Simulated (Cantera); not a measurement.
A perfectly stirred reactor is fed with 64.1 % N₂O, 35.9 % O₂, at 20.0 Torr; it is held at 1200 K, and followed from long to short residence time.

Model: GRI-Mech 3.0 (53 species, 325 reactions), integrated in Cantera. GRI-Mech 3.0 was tuned for natural gas; its chemistry of N2O as a main component is partial and can be far from experiment. Radical loss at walls, strong at low pressure, is not modelled. The mechanism lacks the step 2 NO + O2 → 2 NO2, which can matter for NO2 below about 1400 K. The temperature is held fixed by assumption; the heat of reaction is taken as removed at once.

**Question.** Predict: x(N₂O) at τ = 2.80 s; x(O₂) at τ = 2.80 s; x(O) at τ = 2.80 s; x(N₂) at τ = 2.80 s; x(NO₂) at τ = 2.80 s; x(N₂O) at τ = 30.0 ms; x(O₂) at τ = 30.0 ms; x(O) at τ = 30.0 ms; x(N₂) at τ = 30.0 ms.

**Answer.** 
- x(N₂O) at τ = 2.80 s = 0.604
- x(O₂) at τ = 2.80 s = 0.366
- x(O) at τ = 2.80 s = 1.83e-6
- x(N₂) at τ = 2.80 s = 0.0264
- x(NO₂) at τ = 2.80 s = 1.20e-6
- x(N₂O) at τ = 30.0 ms = 0.641
- x(O₂) at τ = 30.0 ms = 0.359
- x(O) at τ = 30.0 ms = 1.81e-6
- x(N₂) at τ = 30.0 ms = 0.000298
